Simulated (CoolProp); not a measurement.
Computed with CoolProp (reference Helmholtz-energy equation of state, Bücker 2006).

Q: For ethane, give the phase and the Z, cp (kJ/(kg K)), cv (kJ/(kg K)), speed of sound (m/s) at 81.65 °C and 89.9 bar; 101.55 °C and 89.9 bar; 161.35 °C and 89.9 bar.

A: 
- 81.65 °C and 89.9 bar: supercritical; Z 0.538, cp 4.56, cv 1.93, speed of sound 272
- 101.55 °C and 89.9 bar: supercritical; Z 0.648, cp 3.53, cv 1.95, speed of sound 287
- 161.35 °C and 89.9 bar: supercritical; Z 0.819, cp 2.87, cv 2.13, speed of sound 336
